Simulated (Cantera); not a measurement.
Adiabatic ignition

An adiabatic, constant-pressure homogeneous reactor starts with C3H8 : O2 : N2 = 1 : 1.5 : 20 (molar parts), at 1750 K and 1000000 Pa.

Detailed kinetics in Cantera: GRI-Mech 3.0 (53 species, 325 reactions). GRI-Mech 3.0 was tuned for natural gas; its chemistry of propane as a main component is partial and can be far from experiment.

| t (s) | T (K) | x C3H8 | x O2 | x N2O | x H2O | x CO |
|---|---|---|---|---|---|---|
| 1.00e-6 | 1716 | 0.0339 | 0.0643 | 3.45e-9 | 0.00145 | 0.000293 |
| 3.51e-6 | 1717 | 0.0133 | 0.0551 | 1.72e-8 | 0.00794 | 0.00448 |
| 1.23e-5 | 1963 | 6.84e-7 | 0.0104 | 6.75e-8 | 0.0394 | 0.0505 |
| 4.33e-5 | 2045 | 1.79e-8 | 0.00124 | 8.05e-9 | 0.0472 | 0.0596 |
| 0.000152 | 2048 | 2.74e-9 | 2.25e-5 | 2.93e-10 | 0.0463 | 0.0602 |
| 0.000534 | 2035 | 6.36e-10 | 1.62e-9 | 1.53e-10 | 0.0426 | 0.0615 |
| 0.00187 | 2026 | 2.45e-10 | 9.04e-10 | 1.26e-10 | 0.0368 | 0.0676 |
| 0.00658 | 2015 | 1.06e-10 | 3.63e-10 | 1.01e-10 | 0.0267 | 0.0795 |
| 0.0231 | 2002 | 3.00e-11 | 9.05e-11 | 6.46e-11 | 0.0152 | 0.0930 |
| 0.0811 | 1991 | 6.19e-12 | 1.55e-11 | 2.68e-11 | 0.00687 | 0.103 |
| 0.285 | 1985 | 1.01e-12 | 2.01e-12 | 6.17e-12 | 0.00257 | 0.108 |
| 1.00 | 1982 | <1e-12 | <1e-12 | 1.36e-12 | 0.000881 | 0.110 |
x: mole fraction; the columns are a selection and need not sum to one.

| Quantity | Value |
|---|---|
| time of steepest temperature rise | 6.62 µs |
| temperature at 1.00 s | 1982 K |
| equilibrium temperature | 1980 K |
| x(C3H8) at 1.00 s | <1e-12 (gas-phase equilibrium <1e-12) |
| x(O2) at 1.00 s | <1e-12 (gas-phase equilibrium <1e-12) |
| x(N2O) at 1.00 s | 1.36e-12 (gas-phase equilibrium <1e-12) |
